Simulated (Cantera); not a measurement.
Input: 1 mol SiC, 0.011 mol N2O, 4.2 mol N2, 0.38 mol CO2, at 680 Pa.

These are equilibrium values from Cantera (NASA tables, ideal gas, pure condensed phases), not measurements of a reactor. Candidate condensed phases: C, Si, SiC, SiO2, Si2N2O, Si3N4; 34 gas species. Mutual solubility and eutectic melting of coexisting phases are not modelled. The tables' values for SiN are old estimates; treat these amounts as uncertain. Equilibrium is a limit: real reactors are often held back by kinetics, nucleation or transport.

log p: log10 of the partial pressure in bar; n: condensed amount in mol.

| T (K) | log p N2 | log p CO | log p SiO | log p Si | log p Si2C | log p SiN | n C(graphite) | n Si2N2O(s) | n SiC(s) |
|---|---|---|---|---|---|---|---|---|---|
| 1175 | -2.20 | -3.33 | -10.06 | <-14 | <-14 | <-14 | 1.11 | 0.500 | 0 |
| 1250 | -2.20 | -3.33 | -8.94 | <-14 | <-14 | <-14 | 1.11 | 0.500 | 0 |
| 1325 | -2.20 | -3.33 | -7.96 | -14.05 | <-14 | <-14 | 1.11 | 0.500 | 0 |
| 1400 | -2.20 | -3.33 | -7.08 | -12.24 | <-14 | -13.04 | 1.11 | 0.500 | 0 |
| 1475 | -2.20 | -3.33 | -6.29 | -10.62 | -13.73 | -11.57 | 1.11 | 0.500 | 0 |
| 1550 | -2.23 | -3.04 | -5.34 | -9.37 | -12.03 | -10.47 | 0 | 0.128 | 0.740 |
| 1625 | -2.23 | -3.04 | -4.52 | -8.22 | -10.65 | -9.44 | 0 | 0.116 | 0.746 |
| 1700 | -2.24 | -3.08 | -3.79 | -7.16 | -9.38 | -8.50 | 0 | 0.0527 | 0.778 |
| 1775 | -2.24 | -3.10 | -3.57 | ___ | ___ | -7.86 | 0 | 0 | 0.804 |
| 1850 | -2.24 | -3.10 | -3.58 | -5.85 | -7.71 | -7.39 | 0 | 0 | 0.804 |
| 1925 | -2.24 | -3.10 | -3.58 | ___ | ___ | -6.95 | 0 | 0 | 0.803 |
| 2000 | -2.24 | -3.10 | -3.59 | -4.85 | -6.41 | -6.55 | 0 | 0 | 0.799 |
| 2075 | -2.24 | -3.10 | -3.61 | -4.42 | -5.85 | -6.20 | 0 | 0 | 0.788 |
| 2150 | -2.25 | -3.08 | -3.67 | -4.03 | -5.34 | -5.89 | 0 | 0 | 0.763 |

**Question.** What belongs in the gaps?

**Answer.** 
- 1925, log p Si: -5.33
- 1925, log p Si2C: -7.03
- 1775, log p Si: -6.42
- 1775, log p Si2C: -8.45
